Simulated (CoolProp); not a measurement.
Toluene along the isotherm 620 K: density (kg/m³) from the reference equation and from simpler models built on Tc = 591.7 K, pc = 4.126 MPa, ω = 0.266; each cubic takes its own stable root.

Model: reference Helmholtz-energy equation of state, Lemmon 2006, in CoolProp. It is a short technical equation, of lower accuracy than the large ones.

| p (MPa) | phase | reference | van der Waals | Soave-Redlich-Kwong |
|---|---|---|---|---|
| 1.38 | gas | 27.78 | 27.29 | 27.51 |
| 2.75 | gas | 64.78 | 62.46 | 63.22 |
| 4.13 | supercritical | 123.9 | 119.8 | 118.2 |
| 5.5 | supercritical | 277.7 | 266.3 | 238.0 |
| 6.88 | supercritical | 415.4 | 312.3 | 333.6 |
| 8.25 | supercritical | 457.8 | 335.7 | 377.1 |
| 9.63 | supercritical | 483.5 | 352.2 | 406.2 |
| 11 | supercritical | 502.2 | 364.8 | 428.2 |
| 12.4 | supercritical | 517.3 | 375.4 | 446.5 |
| 13.8 | supercritical | 529.9 | 384.5 | 461.9 |
| 15.1 | supercritical | 540.0 | 391.8 | 474.4 |
| 16.5 | supercritical | 549.6 | 398.8 | 486.4 |
| 17.9 | supercritical | 558.2 | 405.1 | 497.1 |
| 19.3 | supercritical | 566.0 | 410.8 | 506.9 |
| 20.6 | supercritical | 572.6 | 415.6 | 515.2 |
